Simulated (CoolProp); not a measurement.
Vapour-liquid equilibrium of carbon dioxide (1) + propylene (2) at -21.95 °C; x and y are mole fractions of (1).

Values from CoolProp's multi-fluid Helmholtz-energy mixture model, Span 1996 and Lemmon 2013; pair parameters Bell 2016.

```tsv
x	bubble pressure, mixture model (kPa)	bubble pressure, Raoult's law (kPa)	y, mixture model	y, Raoult's law
0.05	421.4	363.6	0.334	0.255
0.125	611.2	481.3	0.556	0.481
0.2	781.1	598.9	0.667	0.619
0.275	930.6	716.6	0.733	0.711
0.35	1061	834.2	0.777	0.778
0.425	1175	951.9	0.810	0.828
0.5	1276	1069	0.836	0.867
0.575	1368	1187	0.859	0.898
0.65	1454	1305	0.880	0.923
0.725	1538	1422	0.901	0.945
0.8	1621	1540	0.923	0.963
0.875	1706	1658	0.948	0.978
0.95	1794	1775	0.977	0.992
```

The largest gap from Raoult's law is +30.4 % in bubble pressure, at x = 0.2. No azeotrope shows between x = 0.05 and 0.95.

The pair parameters rest on a limited set of measurements; away from them the model extrapolates.
